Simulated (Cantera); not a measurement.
A freely propagating, adiabatic, planar premixed flame of CO : H₂ : CH₄ : O₂ : N₂ : CO₂ = 1 : 0.84 : 0.6 : 3.21 : 10.9 : 2.7 (molar parts), unburnt at 548 K and 0.132 atm; multicomponent+Soret transport, grid criteria slope 0.08 and curve 0.16, no radiation.

Cantera simulation using GRI-Mech 3.0 (53 species, 325 reactions); the numbers are that mechanism's predictions, not measurements. Burning velocities carry a grid error of a few per cent, more on coarse grids.

Problem. Predict: laminar burning velocity; thermal thickness; peak x(CH₂); peak x(CH₂O).

Solution. 
```
Property                     Value
------------------------  --------
laminar burning velocity  111 cm/s
thermal thickness          3.52 mm
peak x(CH₂)                2.44e-6
peak x(CH₂O)              0.000260
```
